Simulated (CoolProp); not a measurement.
Vapour-liquid equilibrium of R1234yf (1) + R134a (2) at 20.75 °C; x and y are mole fractions of (1).

The numbers come from the multi-fluid Helmholtz-energy mixture model, Lemmon 2022 and Tillner-Roth 1994; pair parameters Bell 2022 in CoolProp.

**Question.** Give the bubble pressure and the first vapour's composition at x = 0.25, 0.45, 0.85. Is there an azeotrope?

**Answer.** x = 0.25: 0.6148 MPa, y = 0.272; x = 0.45: 0.6258 MPa, y = 0.461; x = 0.85: 0.6184 MPa, y = 0.838. y crosses x between x = 0.55 and 0.65: the model has an azeotrope there.

Pair parameters are fitted to limited data, so mixtures are less certain than the pure fluids.
